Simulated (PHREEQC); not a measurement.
Solution (25 °C): 0.0034 mol/kgw HF and 0.023 mol/kgw NH4F. Closed to the air; pH follows from the charge balance.

Computed with PHREEQC (ion-association model, phreeqc.dat).

Precipitation was switched off in this run.

Task: Order these F species by the share of F that they hold, largest first: HF, F-, HF2-.

Result: F- (87 %), HF (11 %), HF2- (2.0 %)

The pH is 3.99 and the ionic strength 0.0231 mol/kgw. Complexes and solids missing from the database can't appear.
